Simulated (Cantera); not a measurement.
A closed system holds: 1 mol Si3N4, 22 mol H2, 0.54 mol Cl2, at 0.000230 bar.

Method: chemical equilibrium by Gibbs-energy minimisation in Cantera with the NASA 1993 tables (ideal gas, pure condensed phases). Candidate condensed phases: NH4Cl, Si, Si3N4; 28 gas species. The tables' values for SiCl, SiN are old estimates; treat these amounts as uncertain. Gases not in the tables: Si2H6 and higher silanes. Kinetics and transport are ignored. All values below are at 1725 K.

Base state: H2 0.864, N2 0.0806, HCl 0.0338, H 0.0114, SiCl2 0.00455, Si 0.00441, Cl 0.000344, SiCl 0.000335 (mole fractions); condensed: Si(l).

Task: What changes in the equilibrium state with this change: pressure from 0.000230 bar to 0.00470 bar?

Result: 
| species | before | after |
|---|---|---|
| H2 | 0.864 | 0.877 |
| N2 | 0.0806 | 0.0814 |
| HCl | 0.0338 | 0.0344 |
| H | 0.0114 | 0.00254 |
| Si | 0.00441 | 0.000216 |
| SiCl2 | 0.00455 | 0.00466 |
| Si2 | 2.10e-5 | 1.03e-6 |
| Si2N | 1.86e-5 | 4.13e-6 |
| Si(l), mol | 2.76 | 2.88 |
The tables' values for SiCl are old estimates; treat these amounts as uncertain.
